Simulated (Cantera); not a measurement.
A closed system holds: 1 mol SiO₂, 5.4 mol C, 2.8 mol CO, at 1648 K and 0.000320 bar.

Equilibrium computed with Cantera from the NASA thermochemical tables; the gas is ideal and each condensed phase is pure. Candidate condensed phases: C, Si, SiC, SiO₂; 20 gas species. Equilibrium is a limit: real reactors are often held back by kinetics, nucleation or transport.

Base state: CO 0.997, SiO 0.00343 (mole fractions); condensed: C(graphite) + SiC(s).

What changes in the equilibrium state with this change: SiO₂ replaced by MgO?


```json
[
 {"species": "CO", "before": "0.997", "after": "0.792"},
 {"species": "Mg", "before": "0", "after": "0.208"},
 {"species": "SiO", "before": "0.00343", "after": "0"},
 {"species": "C(graphite), mol", "before": "2.43", "after": "4.40"},
 {"species": "SiC(s), mol", "before": "0.983", "after": "0"}
]
```
Further candidate phases: Mg, MgCO₃, MgO.

What changes in the equilibrium state with this change: temperature from 1648 K to 1350 K?


```
species            before     after
----------------  -------  --------
CO                  0.997     0.999
SiO               0.00343  0.000973
C(graphite), mol     2.43      2.41
SiC(s), mol         0.983     0.995
```
